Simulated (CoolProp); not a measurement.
Values from CoolProp's reference Helmholtz-energy equation of state, Lemmon 2000. It is a pseudo-pure fit of the blend.

### Question
For dry air, give the phase and the viscosity (µPa s) at 317.4 K and 0.237 MPa; 317.4 K and 1.18 MPa; 317.4 K and 1.66 MPa.

### Answer
- 317.4 K and 0.237 MPa: gas; viscosity 19.4
- 317.4 K and 1.18 MPa: gas; viscosity 19.5
- 317.4 K and 1.66 MPa: gas; viscosity 19.6

Viscosity comes from a separate model (Lemmon 2004).
